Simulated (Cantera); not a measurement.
Charge: 1 mol SiH2Cl2, 11 mol NH3, 95 mol H2, at 1198 K and 12.0 mbar.

Cantera equilibrium calculation (NASA polynomials, part measured and part estimated; ideal gas, pure solids and liquids). Equilibrium is a limit: real reactors are often held back by kinetics, nucleation or transport.

```
species         before     after
-------------  -------  --------
H2               0.942     0.935
N2              0.0408    0.0461
HCl             0.0169    0.0151
H              1.68e-6   0.00251
SiCl2          1.03e-6  0.000788
Si               <1e-9  0.000178
SiCl             <1e-9   3.11e-5
SiH              <1e-9   2.33e-5
SiH2             <1e-9   2.31e-5
Cl             2.62e-8   3.13e-5
Si3N4(s), mol    0.333         0
Si(l), mol           0     0.874
```
Gas species are given as mole fractions.

**Question.** Name the change that produced these shifts.
A) NH3 from 11 to 0.12 mol
B) temperature from 1198 K to 1773.15 K
C) NH3 from 11 to 19 mol
D) NH3 from 11 to 0.14 mol

**Answer.** B, temperature from 1198 K to 1773.15 K. The tables' values for SiCl are old estimates; treat these amounts as uncertain. Gases not in the tables: Si2H6 and higher silanes
